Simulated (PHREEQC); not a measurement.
0.025 g of hydrous ferric oxide (600 m²/g; 0.2 weak and 0.005 strong sites per Fe, Dzombak-Morel constants, diffuse double layer) in 1 kg of water with 0.005 mol/kgw of an inert sodium salt and 2.5e-05 mol/kgw BaCl2, at 25 °C; the pH is set by adding NaOH or the inert anion's acid. Oxygen alone is held at its pressure in air (log pO2 = -0.68). No CO2 enters from the air. Nothing may precipitate in this run.

The numbers come from PHREEQC with the ion-association model, wateq4f.dat.

```tsv
pH	Ba sorbed (%)	surface charge σ (C/m²)	surface potential ψ (mV)
3	0.0	0.303	215
3.5	0.0	0.243	207
4.5	0.0	0.131	177
5	0.0	0.091	158
5.5	0.0	0.060	137
6.5	0.0	0.023	89
7	0.2	0.013	62
7.5	1.2	0.006	(withheld)
8.5	5.4	-0.003	(withheld)
9	6.6	-0.008	-44
9.5	13.0	-0.015	-68
10.5	(withheld)	-0.026	-94
11	76.9	-0.034	-103
```

Q: What belongs in the gaps?

A: 
- 7.5, surface potential ψ (mV): 35
- 8.5, surface potential ψ (mV): -17
- 10.5, Ba sorbed (%): 58.3

The oxide is taken as insoluble; below pH 4 it would dissolve.
